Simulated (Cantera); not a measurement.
Feed: 1 mol c-C₄F₈, 0.2 mol HCl, 0.091 mol H₂, at 1.20 Pa.

Equilibrium computed with Cantera from the NASA thermochemical tables; the gas is ideal and each condensed phase is pure. Candidate condensed phases: C, C₆H₆, C₇H₈, C₈H₁₈; 135 gas species. Ions and electrons are included (thermal ionisation). The feed counts by its element totals alone. Kinetics and transport are ignored.

x: gas mole fraction; n: condensed amount in mol.

| T (K) | x F | x C | x C₃ | x HF | x H | x CF | x Cl | x C₂ | n C(graphite) |
|---|---|---|---|---|---|---|---|---|---|
| 2500 | 0.846 | 0.0139 | 0.0414 | 0.0386 | 0.00502 | 0.0276 | 0.0228 | 0.00382 | 2.47 |
| 2750 | [?] | [?] | [?] | [?] | [?] | [?] | [?] | [?] | 0 |
| 3000 | 0.650 | 0.278 | 0.00743 | 0.00151 | 0.0298 | 0.00495 | 0.0164 | 0.0115 | 0 |
| 3250 | 0.637 | 0.313 | 0.000171 | 0.000238 | 0.0302 | 0.000980 | 0.0160 | 0.00220 | 0 |
| 3500 | 0.636 | 0.317 | 5.11e-6 | 4.93e-5 | 0.0303 | 0.000227 | 0.0159 | 0.000447 | 0 |
| 3750 | 0.636 | 0.318 | [?] | [?] | 0.0304 | [?] | 0.0159 | [?] | 0 |
| 4000 | 0.636 | 0.317 | 1.61e-8 | 3.76e-6 | 0.0304 | 2.05e-5 | 0.0159 | 3.23e-5 | 0 |
| 4250 | 0.635 | 0.317 | 1.49e-9 | 1.30e-6 | 0.0303 | 7.57e-6 | 0.0159 | 1.09e-5 | 0 |
| 4500 | 0.635 | 0.315 | 1.77e-10 | 5.04e-7 | 0.0303 | 3.11e-6 | 0.0159 | 4.11e-6 | 0 |
| 4750 | 0.633 | 0.312 | 2.60e-11 | 2.15e-7 | 0.0302 | 1.39e-6 | 0.0158 | 1.70e-6 | 0 |
| 5000 | 0.630 | 0.306 | 4.46e-12 | 9.91e-8 | 0.0301 | 6.61e-7 | 0.0157 | 7.48e-7 | 0 |

Q: Fill in the missing entries.

A: 
- 3750, x C₃: 2.38e-7
- 3750, x HF: 1.25e-5
- 3750, x CF: 6.30e-5
- 3750, x C₂: 0.000110
- 2750, x F: 0.725
- 2750, x C: 0.115
- 2750, x C₃: 0.0691
- 2750, x HF: 0.0119
- 2750, x H: 0.0241
- 2750, x CF: 0.0174
- 2750, x Cl: 0.0189
- 2750, x C₂: 0.0182
